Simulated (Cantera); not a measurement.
Input (Python, Cantera):

```python
import numpy as np
import cantera as ct

gas = ct.Solution("gri30.yaml")


def delay(T, t_max=10):
    gas.TPX = T, 110000, {'C2H4': 1, 'O2': 1.67, 'N2': 11, 'CO2': 0.088}
    reactor = ct.IdealGasReactor(gas, clone=False)
    net = ct.ReactorNet([reactor])
    net.rtol, net.atol = 1e-8, 1e-16
    while net.time < t_max:
        t_old, T_old = net.time, reactor.T
        net.step()
        if reactor.T > T + 400:  # ignition: a rise of 400 K
            return t_old + (T + 400 - T_old) / (reactor.T - T_old) * (net.time - t_old)
    return np.nan


taus = []
for T in [1148, 1223, 1298, 1373, 1448, 1523, 1598, 1673, 1748]:
    taus.append(delay(T))
    print(f"T0 = {T:6g} K   tau = {taus[-1]:.4e} s")
```

Result:

```
T0 =   1148 K   tau = 2.7360e-03 s
T0 =   1223 K   tau = 3.7367e-04 s
T0 =   1298 K   tau = 1.2034e-04 s
T0 =   1373 K   tau = 6.4630e-05 s
T0 =   1448 K   tau = 4.2002e-05 s
T0 =   1523 K   tau = 3.0052e-05 s
T0 =   1598 K   tau = 2.2797e-05 s
T0 =   1673 K   tau = 1.7984e-05 s
T0 =   1748 K   tau = 1.4582e-05 s
```

Computed with Cantera and GRI-Mech 3.0 (53 species, 325 reactions). GRI-Mech 3.0 was tuned for natural gas; its chemistry of ethylene as a main component is partial and can be far from experiment. Where the delays flatten at high temperature, the 400 K rule measures the pace of heat release, not the induction time.
